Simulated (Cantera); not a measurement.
# Ignition delay

Mixture: CH₄ : H₂ : O₂ : N₂ : H₂O = 1 : 0.6 : 5.11 : 19.2 : 0.85 (molar parts), at 0.987 atm, adiabatic and at constant pressure. Ignition delay is the time to a rise of 400 K.

Cantera simulation using GRI-Mech 3.0 (53 species, 325 reactions); the numbers are that mechanism's predictions, not measurements.

```json
[
 {"T0 (K)": "1250", "delay (ms)": "0.890"},
 {"T0 (K)": "1350", "delay (ms)": "0.424"},
 {"T0 (K)": "1450", "delay (ms)": "0.227"},
 {"T0 (K)": "1550", "delay (ms)": "0.133"},
 {"T0 (K)": "1650", "delay (ms)": "0.0831"},
 {"T0 (K)": "1750", "delay (ms)": "0.0546"},
 {"T0 (K)": "1850", "delay (ms)": "0.0389"}
]
```

```yaml
apparent activation energy between 1650 and 1850 K: 96 kJ/mol
```
